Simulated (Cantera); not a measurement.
A closed system holds: 1 mol Si, 1.8 mol Cl2, 13 mol H2, held at 823 K and 450 Torr.

Cantera equilibrium calculation (NASA polynomials, part measured and part estimated; ideal gas, pure solids and liquids). Candidate condensed phases: Si; 19 gas species. The tables' values for SiCl3 are old estimates; treat these amounts as uncertain. The numbers say what is thermodynamically allowed, not how fast it happens.

Base state: H2 0.926, SiCl4 0.0433, SiHCl3 0.0277, HCl 0.00175, SiH2Cl2 0.00149, SiCl3 4.04e-5, SiH3Cl 1.87e-5 (mole fractions); condensed: gas only.

**Question.** What changes in the equilibrium state with this change: H2 from 13 to 0.3 mol?

**Answer.** 
| species | before | after |
|---|---|---|
| SiCl4 | 0.0433 | 0.690 |
| H2 | 0.926 | 0.202 |
| SiHCl3 | 0.0277 | 0.105 |
| SiCl3 | 4.04e-5 | 0.000328 |
| SiH3Cl | 1.87e-5 | 4.02e-6 |
| Si(s), mol | 0 | 0.0689 |
